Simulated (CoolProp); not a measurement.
1-butene along the isotherm 149.95 °C: fugacity coefficient from the reference equation and from simpler models built on Tc = 146.1 °C, pc = 4006 kPa, ω = 0.192; each cubic takes its own stable root.

The numbers come from the reference Helmholtz-energy equation of state, Lemmon 2005 in CoolProp. It is a short technical equation, of lower accuracy than the large ones.

```tsv
p (kPa)	phase	reference
668	gas	0.9443
1340	gas	0.8890
2000	gas	0.8353
2670	gas	0.7809
3340	gas	0.7260
4010	supercritical	0.6684
4670	supercritical	0.6004
5340	supercritical	0.5412
6010	supercritical	0.4947
```

Q: How far does each simpler model (Soave-Redlich-Kwong, Peng-Robinson) lie from the reference over these 9 states: mean and median of the absolute difference, and the worst?

A: 
- Soave-Redlich-Kwong: mean 1.4 %, median 1.0 %, worst +3.5 % at 149.95 °C and 6010 kPa
- Peng-Robinson: mean 1.4 %, median 1.4 %, worst -2.0 % at 149.95 °C and 4010 kPa
